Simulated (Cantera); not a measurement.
An isothermal, constant-pressure homogeneous reactor starts with 26.3 % C2H6, 73.7 % N2, at 1925 K and 0.00660 bar.

Cantera simulation using GRI-Mech 3.0 (53 species, 325 reactions); the numbers are that mechanism's predictions, not measurements. GRI-Mech 3.0 stops at C3 and has no aromatics, soot or wall deposition, so with more carbon than oxygen in the feed, carbon stays in small species such as C2H2 where larger ones or solid carbon would form. Radical loss at walls, strong at low pressure, is not modelled.

One state of this run: x C2H6 = 3.06e-12; x CH4 = 7.96e-6; x CH2 = 8.07e-8; x HCN = 0.000186; x CH3 = 3.22e-6; x C2H = 5.00e-5; x C2H4 = 3.99e-6. x: mole fraction; the columns are a selection and need not sum to one.

Problem. Which value of t (s) does it belong to?
(A) 0.000200
(B) 0.000860
(C) 0.293
(D) 23.3

Solution. D, 23.3
